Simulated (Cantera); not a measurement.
Input (Python, Cantera) and output of one run.

```python
import numpy as np
import cantera as ct

gas_names = """
    CL CL2 H HCL H2 N NH NH2 NH3 N2 N2H2 N2H4 Si SiCL SiCL2 SiCL3 SiCL4 SiH SiHCL3 SiH2 SiH2CL2 SiH3
    SiH3CL SiH4 SiN Si2 Si2N Si3
""".split()
cond_names = """
    NH4CL(a) NH4CL(b) Si(cr) Si(L) Si3N4(a)
""".split()


# ... load() reads the species with a 1 bar reference pressure and builds the phases ...
atoms = {
    'SiCl4': {'Si': 1, 'CL': 4},
    'H2': {'H': 2},
    'N2': {'N': 2},
}
top_T = {'Si3N4(a)': 2400}  # K; cautious upper limits of use, not melting points


# ... equilibrate(T, P, feed) seeds the gas with the atoms and calls Mixture.equilibrate('TP', solver="vcs", rtol=1e-11, max_steps=5000) ...
results = []
feed = {'SiCl4': 1, 'H2': 41, 'N2': 0.028}  # mol
P = 13332.2  # Pa
for T in [1323, 1348, 1373, 1398, 1423, 1448, 1473, 1498]:
    mix = equilibrate(T, P, feed)
    results.append((T, P, feed, dict(zip(mix.species_names, mix.species_moles))))

top = {s: max(r[3][s] / sum(r[3][g] for g in gas_names) for r in results) for s in gas_names}
cols = sorted((s for s in top if top[s] > 0.001), key=lambda s: -top[s])[:6]
seen = [c for c in cond_names if any(r[3].get(c, 0) > 1e-12 for r in results)]
print("log10 of partial pressures in bar; condensed amounts in mol")
print(f"{'T/K':>10s}" + "".join(f"{s[:9]:>10s}" for s in cols + seen))
for T, P, feed, n in results:
    ng = sum(n[g] for g in gas_names)
    print(f"{T:10.4g}" + "".join(f"{np.log10(max(n[s] / ng * P / 1e5, 1e-99)):10.3f}" for s in cols)
          + "".join(f"{n.get(c, 0):10.4g}" for c in seen))
```

Output:

```
log10 of partial pressures in bar; condensed amounts in mol
       T/K        H2       HCL     SiCL2     SiCL4     SiCL3    SiHCL3    Si(cr)  Si3N4(a)
      1323    -0.907    -2.124    -2.905    -3.588    -3.615    -3.666    0.3201   0.01385
      1348    -0.908    -2.110    -2.864    -3.734    -3.650    -3.777    0.3274   0.01373
      1373    -0.909    -2.100    -2.832    -3.887    -3.692    -3.895     0.332   0.01351
      1398    -0.909    -2.092    -2.807    -4.046    -3.742    -4.016    0.3348   0.01312
      1423    -0.909    -2.087    -2.786    -4.207    -3.795    -4.139    0.3366   0.01246
      1448    -0.910    -2.084    -2.770    -4.369    -3.852    -4.262    0.3384   0.01136
      1473    -0.910    -2.082    -2.757    -4.530    -3.910    -4.385    0.3413  0.009554
      1498    -0.910    -2.081    -2.746    -4.689    -3.969    -4.506    0.3469  0.006654
```

Equilibrium computed with Cantera from the NASA thermochemical tables; the gas is ideal and each condensed phase is pure. N2 is the only nitrogen source here; it is nearly inert below about 1500 K, so the nitride shown seldom forms there in practice. Mutual solubility and eutectic melting of coexisting phases are not modelled. The tables' values for SiCl3 are old estimates; treat these amounts as uncertain.
